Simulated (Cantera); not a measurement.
Input: 1 mol CuO, 8.6 mol CO, equilibrated at 1000 K and 13.3 mbar.

These are equilibrium values from Cantera (NASA tables, ideal gas, pure condensed phases), not measurements of a reactor. Candidate condensed phases: C, Cu, CuO, Cu2O; 15 gas species. Rates play no part.

Base state: CO 0.884, CO2 0.116 (mole fractions); condensed: Cu(s).

**Question.** What changes in the equilibrium state with this change: CuO replaced by Ta2O5?

**Answer.** 
```
species           before    after
----------------  ------  -------
CO                 0.884    0.993
CO2                0.116  0.00745
Cu(s), mol          1.00        0
C(graphite), mol       0   0.0636
Ta2O5(s), mol          0     1.00
```
Further candidate phases: Ta, TaC, Ta2O5.
